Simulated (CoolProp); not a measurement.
A single-stage vapour-compression cycle with isobutane: evaporating at 317.15 K (dew point), condensing at 341.15 K (bubble point), superheat 8 K, subcooling 5 K, compressor efficiency 0.6, no pressure losses. Each further row changes one setting.

Computed with CoolProp (reference Helmholtz-energy equation of state, Bücker 2006).

| case | cooling COP | pressure ratio | discharge temperature (K) | refrigerating effect (kJ/kg) | volumetric capacity (kJ/m³) |
|---|---|---|---|---|---|
| as stated | 7.15 | 1.77 | 351.7 | 272 | 3960 |
| evaporating temperature 322.15 K | (withheld) | (withheld) | (withheld) | (withheld) | 4590 |
| condensing temperature 336.15 K | 9.31 | (withheld) | 346.4 | 285 | 4150 |
| subcooling 10 K | 7.51 | 1.77 | 351.7 | 285 | 4150 |
| superheat 18 K | (withheld) | 1.77 | 361.6 | 292 | (withheld) |
| compressor efficiency 0.5 | 5.96 | 1.77 | (withheld) | 272 | 3960 |

Q: Fill in the missing entries.

A: 
- evaporating temperature 322.15 K, cooling COP: 9.40
- evaporating temperature 322.15 K, pressure ratio: 1.56
- evaporating temperature 322.15 K, discharge temperature (K): 351.1
- evaporating temperature 322.15 K, refrigerating effect (kJ/kg): 279
- condensing temperature 336.15 K, pressure ratio: 1.58
- superheat 18 K, cooling COP: 7.30
- superheat 18 K, volumetric capacity (kJ/m³): 4050
- compressor efficiency 0.5, discharge temperature (K): 355.2
